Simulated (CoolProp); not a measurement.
Toluene along the isotherm 346.85 °C: fugacity coefficient from the reference equation and from simpler models built on Tc = 318.6 °C, pc = 4.126 MPa, ω = 0.266; each cubic takes its own stable root.

Model: reference Helmholtz-energy equation of state, Lemmon 2006, in CoolProp. It is a short technical equation, of lower accuracy than the large ones.

| p (MPa) | phase | reference | van der Waals | Soave-Redlich-Kwong | Peng-Robinson |
|---|---|---|---|---|---|
| 2.06 | gas | 0.8482 | 0.8689 | 0.8591 | 0.8441 |
| 4.13 | supercritical | 0.7037 | 0.7346 | 0.7230 | 0.6991 |
| 6.19 | supercritical | 0.5608 | 0.5869 | 0.5871 | 0.5613 |
| 8.25 | supercritical | 0.4590 | 0.4945 | 0.4905 | 0.4648 |
| 10.3 | supercritical | 0.3970 | 0.4401 | 0.4307 | 0.4048 |
| 12.4 | supercritical | 0.3552 | 0.4049 | 0.3902 | 0.3637 |
| 14.4 | supercritical | 0.3273 | 0.3829 | 0.3633 | 0.3361 |
| 16.5 | supercritical | 0.3062 | 0.3676 | 0.3430 | 0.3149 |
| 18.6 | supercritical | 0.2906 | 0.3579 | 0.3283 | 0.2992 |
| 20.6 | supercritical | 0.2794 | 0.3524 | 0.3180 | 0.2878 |
